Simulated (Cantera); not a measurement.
Si2H6 + HCl + H2 (silicon epitaxy and polysilicon growth)

A closed system holds: 1 mol Si2H6, a varied amount of HCl, 30 mol H2, held at 677 °C and 100 Torr.

Equilibrium computed with Cantera from the NASA thermochemical tables; the gas is ideal and each condensed phase is pure. Candidate condensed phases: Si; 19 gas species. The feed counts by its element totals alone. The tables' values for SiCl3 are old estimates; treat these amounts as uncertain. Rates play no part.

From 0.052 mol HCl to 5 mol HCl the condensed part is Si(s). The main Si-bearing gas is SiHCl3 at 0.052 mol HCl and SiCl4 at 5 mol HCl. The share of Si in condensed phases is highest at 0.052 mol HCl (99.9 %) and lowest at 5 mol HCl (35.4 %).

```csv
n(HCl) (mol),x H2,x SiCl4,x SiHCl3,x HCl,x SiH2Cl2,n Si(s)
0.052,0.999,1.26e-5,4.26e-5,0.00136,1.46e-5,2.00
0.077,0.998,3.93e-5,9.98e-5,0.00180,2.57e-5,1.99
0.11,0.997,9.54e-5,0.000194,0.00225,4.01e-5,1.99
0.16,0.997,0.000213,0.000354,0.00275,5.98e-5,1.98
0.24,0.995,0.000450,0.000621,0.00331,8.69e-5,1.96
0.35,0.994,0.000835,0.000986,0.00386,0.000118,1.93
0.51,0.992,0.00146,0.00150,0.00444,0.000156,1.89
0.75,0.990,0.00248,0.00223,0.00506,0.000203,1.83
1.1,0.987,0.00407,0.00322,0.00571,0.000259,1.74
1.6,0.982,0.00642,0.00453,0.00639,0.000324,1.61
2.3,0.976,0.00979,0.00619,0.00708,0.000398,1.42
3.4,0.968,0.0151,0.00853,0.00785,0.000489,1.13
5,0.956,0.0227,0.0115,0.00864,0.000593,0.708
```
x: gas mole fraction; n: condensed amount in mol.
